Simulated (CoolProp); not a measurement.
50 sccm (0 °C, 1 atm) of nitrogen bubbles through liquid cyclohexane at 303.7 K and leaves saturated at a total pressure of 0.15 MPa (ideal gas phase). Each further row changes one setting.

Computed with CoolProp (reference Helmholtz-energy equation of state, Zhou 2014).

```
case                      vapour pressure (kPa)  mole fraction of vapour  delivery (mg/min)  delivery (sccm)  change of delivery for a bath 1 K warmer (%)
------------------------  ---------------------  -----------------------  -----------------  ---------------  --------------------------------------------
as stated                                  16.6                    0.111               23.4             6.23                                           5.0
bath temperature 308.7 K                   20.5                    0.137               29.8             7.94                                           4.9
total pressure 0.3 MPa                     16.6                   0.0554               11.0             2.93                                           4.7
```
